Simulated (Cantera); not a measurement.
A Cantera script and what it prints.

```python
import numpy as np
import cantera as ct

gas_names = [...]  # 113 gases of nasa_gas.yaml made of C, H, O, Ta
cond_names = """
    C(gr) C6H6(L) C7H8(L) C8H18(L),n-octa H2O(s) H2O(L) Ta(cr) Ta(L) TaC(s) TaC(L) Ta2O5(s) Ta2O5(L)
""".split()


# ... load() reads the species with a 1 bar reference pressure and builds the phases ...
atoms = {
    'Ta2O5': {'Ta': 2, 'O': 5},
    'CH4': {'C': 1, 'H': 4},
    'CO': {'C': 1, 'O': 1},
}
top_T = {'C(gr)': 4500}  # K; cautious upper limits of use, not melting points


# ... equilibrate(T, P, feed) seeds the gas with the atoms and calls Mixture.equilibrate('TP', solver="vcs", rtol=1e-11, max_steps=5000) ...
results = []
feed = {'Ta2O5': 1, 'CH4': 1.8, 'CO': 0.046}  # mol
P = 84000  # Pa
for T in [1350, 1425, 1500, 1575, 1650, 1725, 1800, 1875, 1950, 2025, 2100]:
    mix = equilibrate(T, P, feed)
    results.append((T, P, feed, dict(zip(mix.species_names, mix.species_moles))))
    x = sorted(zip(gas.X, gas.species_names), reverse=True)
    print(f"T = {T:g} K  P = {P:g} Pa  gas = {mix.phase_moles(0):.4g} mol")
    print("   x: " + "  ".join(f"{s} {v:.3e}" for v, s in x if v > 0.001))
    print("   condensed (mol): " + ("  ".join(f"{mix.phase(i).name} {mix.phase_moles(i):.4g}"
          for i in range(1, mix.n_phases) if mix.phase_moles(i) > 1e-12) or "none"))
```

Result:

```
T = 1350 K  P = 84000 Pa  gas = 4.918 mol
   x: H2 7.276e-01  CO 2.689e-01  H2O 1.971e-03  CH4 1.224e-03
   condensed (mol): TaC(s) 0.5159  Ta2O5(s) 0.7421
T = 1425 K  P = 84000 Pa  gas = 4.925 mol
   x: H2 7.280e-01  CO 2.690e-01  H2O 2.265e-03
   condensed (mol): TaC(s) 0.5175  Ta2O5(s) 0.7413
T = 1500 K  P = 84000 Pa  gas = 4.927 mol
   x: H2 7.279e-01  CO 2.690e-01  H2O 2.558e-03
   condensed (mol): TaC(s) 0.5182  Ta2O5(s) 0.7409
T = 1575 K  P = 84000 Pa  gas = 4.927 mol
   x: H2 7.277e-01  CO 2.690e-01  H2O 2.850e-03
   condensed (mol): TaC(s) 0.5187  Ta2O5(s) 0.7406
T = 1650 K  P = 84000 Pa  gas = 4.927 mol
   x: H2 7.275e-01  CO 2.689e-01  H2O 3.139e-03
   condensed (mol): TaC(s) 0.5192  Ta2O5(s) 0.7404
T = 1725 K  P = 84000 Pa  gas = 4.927 mol
   x: H2 7.272e-01  CO 2.689e-01  H2O 3.423e-03
   condensed (mol): TaC(s) 0.5196  Ta2O5(s) 0.7402
T = 1800 K  P = 84000 Pa  gas = 4.927 mol
   x: H2 7.268e-01  CO 2.688e-01  H2O 3.700e-03
   condensed (mol): TaC(s) 0.52  Ta2O5(s) 0.74
T = 1875 K  P = 84000 Pa  gas = 4.927 mol
   x: H2 7.264e-01  CO 2.687e-01  H2O 3.971e-03
   condensed (mol): TaC(s) 0.5204  Ta2O5(s) 0.7398
T = 1950 K  P = 84000 Pa  gas = 4.928 mol
   x: H2 7.258e-01  CO 2.686e-01  H2O 4.233e-03  H 1.066e-03
   condensed (mol): TaC(s) 0.5207  Ta2O5(s) 0.7396
T = 2025 K  P = 84000 Pa  gas = 4.929 mol
   x: H2 7.249e-01  CO 2.684e-01  H2O 4.485e-03  H 1.788e-03
   condensed (mol): TaC(s) 0.5211  Ta2O5(s) 0.7394
T = 2100 K  P = 84000 Pa  gas = 4.932 mol
   x: H2 7.239e-01  CO 2.683e-01  H2O 4.634e-03  H 2.892e-03
   condensed (mol): TaC(s) 0.5213  Ta2O5(L) 0.7393
```

Method: chemical equilibrium by Gibbs-energy minimisation in Cantera with the NASA 1993 tables (ideal gas, pure condensed phases). Mutual solubility and eutectic melting of coexisting phases are not modelled. TaC: taken at fixed stoichiometry. Condensed phases not in the tables: Ta2C.
